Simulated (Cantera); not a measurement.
Charge: 1 mol SiCl4, a varied amount of HCl, 6.9 mol H2, at 1202 °C and 2.00 bar.

Equilibrium computed with Cantera from the NASA thermochemical tables; the gas is ideal and each condensed phase is pure. Candidate condensed phases: Si; 19 gas species. The tables' values for SiCl3 are old estimates; treat these amounts as uncertain. Rates play no part.

x: gas mole fraction; nothing condenses.

```csv
n(HCl) (mol),x H2,x HCl,x SiCl4,x SiCl2,x SiHCl3,x SiCl3,x SiH2Cl2
0.66,0.724,0.163,0.0494,0.0231,0.0208,0.0183,0.00138
0.81,0.716,0.173,0.0512,0.0210,0.0201,0.0178,0.00124
0.98,0.707,0.184,0.0530,0.0189,0.0193,0.0172,0.00110
1.2,0.695,0.198,0.0550,0.0166,0.0182,0.0164,0.000948
1.5,0.678,0.218,0.0572,0.0140,0.0168,0.0153,0.000779
1.8,0.662,___,0.0588,___,___,0.0143,___
2.2,0.641,0.262,0.0602,0.00963,0.0140,0.0131,0.000508
2.6,0.621,0.285,0.0611,0.00794,0.0126,0.0119,0.000406
3.2,0.592,___,0.0614,___,___,0.0105,___
3.9,0.561,0.355,0.0609,0.00462,0.00910,0.00910,0.000213
4.8,0.524,0.397,0.0595,0.00338,0.00743,0.00769,0.000146
5.8,0.489,0.439,0.0574,0.00249,0.00606,0.00649,0.000100
```

**Question.** Complete the blanks.

**Answer.** 
- 1.8, x HCl: 0.237
- 1.8, x SiCl2: 0.0118
- 1.8, x SiHCl3: 0.0155
- 1.8, x SiH2Cl2: 0.000645
- 3.2, x HCl: 0.319
- 3.2, x SiCl2: 0.00609
- 3.2, x SiHCl3: 0.0108
- 3.2, x SiH2Cl2: 0.000297
